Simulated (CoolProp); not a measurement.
Computed with CoolProp (reference Helmholtz-energy equation of state, Span 1996).

Q: Give the vapour pressure (MPa), liquid density (kg/m³), enthalpy of vaporisation (kJ/kg), liquid cp (kJ/(kg K)) of saturated carbon dioxide at -7.35, 25.15 °C.

A: 
| T (°C) | p (MPa) | liquid density (kg/m³) | enthalpy of vaporisation (kJ/kg) | liquid cp (kJ/(kg K)) |
|---|---|---|---|---|
| -7.35 | 2.85 | 969 | 252 | 2.36 |
| 25.15 | 6.46 | 708 | 118 | 6.59 |
